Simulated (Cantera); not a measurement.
A closed system holds: 1 mol BN, 11 mol H2O, equilibrated at 100000 Pa.

Equilibrium computed with Cantera from the NASA thermochemical tables; the gas is ideal and each condensed phase is pure. Candidate condensed phases: B, BN, B2O3, B3O3H3, H2O; 39 gas species. Gases not in the tables: H3BO3. Kinetics and transport are ignored.

**Question.** At 950 °C, list the 5 most abundant gas species with their mole fractions, and the condensed phases.

**Answer.** H2O 0.817, H2 0.131, N2 0.0436, (HBO2)3 0.00792, HBO2 0.00104. Condensed: B2O3(l).
